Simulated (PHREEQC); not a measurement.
A PHREEQC input (ion-association model, phreeqc.dat):

```
SOLUTION 1
  temp 75
  units mg/L
  pH 6.3
  pe 9.3
  Na 2440
  K 420
  Ca 426
  Mg 1020
  Cl 6740
  S(6) 1440 as SO4
  Alkalinity 21 as HCO3 charge
  Li 0.496
END
USE solution 1
EQUILIBRIUM_PHASES 1
  CO2(g) -2.5 10
END
```

It stops with these messages:

```
ERROR: Alkalinity cannot be used with charge balance or solution phase boundary constraints.
ERROR: Program terminating due to input errors.
```

The fault: charge balance asked on alkalinity. The line should read `as HCO3` where the input has `as HCO3 charge`. With the mend the run ends at pH 6.94 and ionic strength 0.255 mol/kgw.
